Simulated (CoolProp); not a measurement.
Vapour pressure (MPa) of neopentane: the reference equation beside estimates from Tc = 433.7 K, pc = 3.196 MPa, ω = 0.196. Clausius-Clapeyron is anchored at 367 K with a constant enthalpy of vaporisation of 16.72 kJ/mol.

The numbers come from the reference Helmholtz-energy equation of state, Lemmon 2006 in CoolProp. It is a short technical equation, of lower accuracy than the large ones.

```tsv
T (K)	reference	Lee-Kesler	Clausius-Clapeyron	van der Waals	Redlich-Kwong	Soave-Redlich-Kwong	Peng-Robinson
325.2	0.3757	0.3764	0.4888	0.9014	0.4863	0.3769	0.3735
335.6	0.4895	0.4905	0.5921	1.048	0.6169	0.4920	0.4868
346.1	0.6285	0.6297	0.7101	1.211	0.7718	0.6329	0.6255
356.6	0.7946	0.7956	0.8427	1.389	0.9516	0.8016	0.7918
367	0.9887	0.9894	0.9887	1.580	1.156	0.9991	0.9869
377.5	1.218	1.218	1.152	1.789	1.391	1.232	1.218
387.9	1.481	1.481	1.328	2.013	1.653	1.500	1.484
398.4	1.787	1.787	1.523	2.255	1.949	1.810	1.794
```

Absolute difference from the reference over all 8 rows, mean and median: Lee-Kesler 0.1 and 0.1 %, Clausius-Clapeyron 12.6 and 11.7 %, van der Waals 73.8 and 67.3 %, Redlich-Kwong 18.7 and 18.3 %, Soave-Redlich-Kwong 0.9 and 1.0 %, Peng-Robinson 0.3 and 0.4 %.
